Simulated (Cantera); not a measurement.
Charge: 1 mol Zr, 0.69 mol H2O, 270 mol H2, held at 1800 °C and 5.90 mbar.

Equilibrium computed with Cantera from the NASA thermochemical tables; the gas is ideal and each condensed phase is pure. Candidate condensed phases: H2O, Zr, ZrO2; 12 gas species. Mutual solubility and eutectic melting of coexisting phases are not modelled. Condensed phases not in the tables: N, O or C dissolved in the metal. Kinetics and transport are ignored.

What is the equilibrium state?


```json
{
 "x(H2)": "0.966",
 "x(H)": "0.0337",
 "x(ZrO)": "3.22e-5",
 "x(H2O)": "1.90e-6",
 "x(Zr)": "1.49e-6",
 "n(Zr(β))": "0.650 mol",
 "n(ZrO2(tetragonal))": "0.340 mol",
 "gas_amount": "275.3 mol"
}
```
